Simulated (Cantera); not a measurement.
Feed: 1 mol Si2H6, 0.0038 mol Cl2, 130 mol H2, equilibrated at 1 atm.

Method: chemical equilibrium by Gibbs-energy minimisation in Cantera with the NASA 1993 tables (ideal gas, pure condensed phases). Candidate condensed phases: Si; 19 gas species. The feed counts by its element totals alone. Gases not in the tables: Si2H6 and higher silanes. Rates play no part.

Problem. Which condensed phases are stable at each of these points (T (K)): 925, 1025, 1125, 1225, 1325, 1425, 1525, 1625, 1725?

Solution. 
| T (K) | condensed phases | Si condensed (%) |
|---|---|---|
| 925 | Si(s) | 100.0 |
| 1025 | Si(s) | 100.0 |
| 1125 | Si(s) | 100.0 |
| 1225 | Si(s) | 100.0 |
| 1325 | Si(s) | 100.0 |
| 1425 | Si(s) | 100.0 |
| 1525 | Si(s) | 100.0 |
| 1625 | Si(s) | 99.9 |
| 1725 | Si(l) | 99.9 |

From 925 K to 1625 K the condensed part is Si(s). At 1725 K the condensed part is Si(l).
